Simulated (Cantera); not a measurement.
Cantera run:

```python
import numpy as np
import cantera as ct

gas_names = """
    CL CL2 H HCL H2 N NH NH2 NH3 N2 N2H2 N2H4 Si SiCL SiCL2 SiCL3 SiCL4 SiH SiHCL3 SiH2 SiH2CL2 SiH3
    SiH3CL SiH4 SiN Si2 Si2N Si3
""".split()
cond_names = """
    NH4CL(a) NH4CL(b) Si(cr) Si(L) Si3N4(a)
""".split()


# ... load() reads the species with a 1 bar reference pressure and builds the phases ...
atoms = {
    'SiHCl3': {'Si': 1, 'H': 1, 'CL': 3},
    'Cl2': {'CL': 2},
    'N2': {'N': 2},
}
top_T = {'Si3N4(a)': 2400}  # K; cautious upper limits of use, not melting points


# ... equilibrate(T, P, feed) seeds the gas with the atoms and calls Mixture.equilibrate('TP', solver="vcs", rtol=1e-11, max_steps=5000) ...
results = []
feed = {'SiHCl3': 1, 'Cl2': 0.0064, 'N2': 57}  # mol
T = 1223  # K
P = 66000  # Pa
mix = equilibrate(T, P, feed)
results.append((T, P, feed, dict(zip(mix.species_names, mix.species_moles))))
print(gas.report(threshold=0.001))
for i in range(1, mix.n_phases):
    print(f"{mix.phase(i).name:16s} {mix.phase_moles(i):12.5e} mol")
```

Result:

```
       temperature   1223 K
          pressure   66000 Pa
           density   0.1909 kg/m^3
  mean mol. weight   29.412 kg/kmol
   phase of matter   gas

                          1 kg             1 kmol
                     ---------------   ---------------
          enthalpy        7.4892e+05        2.2027e+07  J
   internal energy        4.0319e+05        1.1859e+07  J
           entropy            8211.3        2.4151e+05  J/K
    Gibbs function       -9.2935e+06       -2.7334e+08  J
 heat capacity c_p              1169             34383  J/K
 heat capacity c_v            886.31             26068  J/K

                      mass frac. Y      mole frac. X     chem. pot. / RT
                     ---------------   ---------------   ---------------
               HCL          0.019059          0.015375           -38.481
                N2           0.92825           0.97458           -25.849
             SiCL4          0.051964         0.0089965           -117.93
     [  +25 minor]        0.00072815         0.0010493

Si(cr)            0.00000e+00 mol
Si3N4(a)          1.56012e-01 mol
```

Equilibrium computed with Cantera from the NASA thermochemical tables; the gas is ideal and each condensed phase is pure. N2 is the only nitrogen source here; it is nearly inert below about 1500 K, so the nitride shown seldom forms there in practice. The tables' values for SiCl3 are old estimates; treat these amounts as uncertain.
